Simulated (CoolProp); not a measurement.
Model: reference Helmholtz-energy equation of state, de Reuck 1993, in CoolProp.

**Question.** For methanol, give the phase and the cv (kJ/(kg K)), speed of sound (m/s), expansivity (1/kK), conductivity (mW/(m K)) at 184.45 °C and 11.4 MPa; 225.35 °C and 11.4 MPa.

**Answer.** 
- 184.45 °C and 11.4 MPa: liquid; cv 3.05, speed of sound 669, expansivity 2.78, conductivity 175
- 225.35 °C and 11.4 MPa: liquid; cv 3.31, speed of sound 470, expansivity 5.72, conductivity 167

Thermal conductivity comes from a separate model (Sykioti 2013).
